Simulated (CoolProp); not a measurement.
The numbers come from the reference Helmholtz-energy equation of state, Gao 2020 in CoolProp.

### Question
Give the vapour pressure (kPa), vapour density (kg/m³), liquid cp (kJ/(kg K)) of saturated ammonia at 1.25, 3.45 °C.

### Answer
```
T (°C)  p (kPa)  vapour density (kg/m³)  liquid cp (kJ/(kg K))
------  -------  ----------------------  ---------------------
1.25        450                    3.61                   4.62
3.45        487                    3.90                   4.63
```
